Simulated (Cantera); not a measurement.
**Hydrocarbon pyrolysis for carbon deposition**

An isothermal, constant-pressure homogeneous reactor starts with C3H8 : H2 = 1 : 5.5 (molar parts), at 1650 K and 1.78 atm.

Cantera simulation using GRI-Mech 3.0 (53 species, 325 reactions); the numbers are that mechanism's predictions, not measurements. GRI-Mech 3.0 was tuned for natural gas; its chemistry of propane as a main component is partial and can be far from experiment. GRI-Mech 3.0 stops at C3 and has no aromatics, soot or wall deposition, so with more carbon than oxygen in the feed, carbon stays in small species such as C2H2 where larger ones or solid carbon would form.

| t (s) | x C3H8 | x H2 | x C2H | x C2H6 | x CH4 | x C2H2 | x C2H4 |
|---|---|---|---|---|---|---|---|
| 2.00e-6 | 0.118 | 0.821 | 2.95e-10 | 0.00307 | 0.0208 | 0.000114 | 0.0265 |
| 7.96e-6 | 0.0305 | 0.760 | 1.44e-8 | 0.00879 | 0.0926 | 0.00403 | 0.0969 |
| 3.17e-5 | 0.000785 | 0.741 | 3.03e-8 | 0.00297 | 0.125 | 0.0203 | 0.108 |
| 0.000126 | 3.13e-6 | 0.745 | 2.00e-8 | 0.000538 | 0.126 | 0.0389 | 0.0894 |
| 0.000502 | 5.98e-7 | 0.751 | 2.40e-8 | 0.000188 | 0.124 | 0.0666 | 0.0578 |
| 0.00200 | 1.81e-7 | 0.760 | 3.29e-8 | 9.26e-5 | 0.120 | 0.101 | 0.0191 |
| 0.00796 | 1.05e-7 | 0.764 | 3.48e-8 | 7.06e-5 | 0.115 | 0.109 | 0.0111 |
| 0.0317 | 9.59e-8 | 0.772 | 3.66e-8 | 6.30e-5 | 0.104 | 0.113 | 0.0115 |
| 0.126 | 8.41e-8 | 0.783 | 3.93e-8 | 5.39e-5 | 0.0874 | 0.118 | 0.0120 |
| 0.502 | 8.18e-8 | 0.785 | 3.99e-8 | 5.23e-5 | 0.0841 | 0.119 | 0.0121 |
| 2.00 | 8.18e-8 | 0.785 | 3.99e-8 | 5.23e-5 | 0.0841 | 0.119 | 0.0121 |
x: mole fraction; the columns are a selection and need not sum to one.

Equilibrium at this temperature and pressure: C3H8 8.18e-8, H2 0.785, C2H 3.99e-8, C2H6 5.23e-5, CH4 0.0841, C2H2 0.119, C2H4 0.0121 (gas phase only).
